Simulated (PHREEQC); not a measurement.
1.2 g of hydrous ferric oxide (600 m²/g; 0.2 weak and 0.005 strong sites per Fe, Dzombak-Morel constants, diffuse double layer) in 1 kg of water with 0.01 mol/kgw of an inert sodium salt and 0.00014 mol/kgw Na2SeO3, at 25 °C; the pH is set by adding NaOH or the inert anion's acid. No oxygen is let in. The system is closed to CO2. Nothing may precipitate in this run.

The series has 17 steps of pH, from 4 to 12.

All values are PHREEQC results (ion-association model, wateq4f.dat), not measurements.

**Question.** Near which pH is half of the Se sorbed, and on which side is more sorbed?

**Answer.** Near pH 9.3, with more sorbed at lower pH.

The database's selenite sorption wasn't checked against measurements; a fall in acid may be a fault of its surface constants.
